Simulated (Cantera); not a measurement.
Input (Python, Cantera):

```python
import numpy as np
import cantera as ct

gas = ct.Solution("gri30.yaml")


def delay(T, t_max=10):
    gas.TPX = T, 2600000, {'CH4': 1, 'CO': 0.61, 'O2': 2.31, 'N2': 8.67}
    reactor = ct.IdealGasConstPressureReactor(gas, clone=False)
    net = ct.ReactorNet([reactor])
    net.rtol, net.atol = 1e-8, 1e-16
    while net.time < t_max:
        t_old, T_old = net.time, reactor.T
        net.step()
        if reactor.T > T + 400:  # ignition: a rise of 400 K
            return t_old + (T + 400 - T_old) / (reactor.T - T_old) * (net.time - t_old)
    return np.nan


taus = []
for T in [1075, 1150, 1225, 1300, 1375, 1450, 1525]:
    taus.append(delay(T))
    print(f"T0 = {T:6g} K   tau = {taus[-1]:.4e} s")
```

Output:

```
T0 =   1075 K   tau = 2.0972e-02 s
T0 =   1150 K   tau = 6.1984e-03 s
T0 =   1225 K   tau = 2.1099e-03 s
T0 =   1300 K   tau = 8.0580e-04 s
T0 =   1375 K   tau = 3.3765e-04 s
T0 =   1450 K   tau = 1.5254e-04 s
T0 =   1525 K   tau = 7.3384e-05 s
```

Detailed kinetics in Cantera: GRI-Mech 3.0 (53 species, 325 reactions). The pressure lies above the range GRI-Mech 3.0 was tuned for (to about 10 atm).
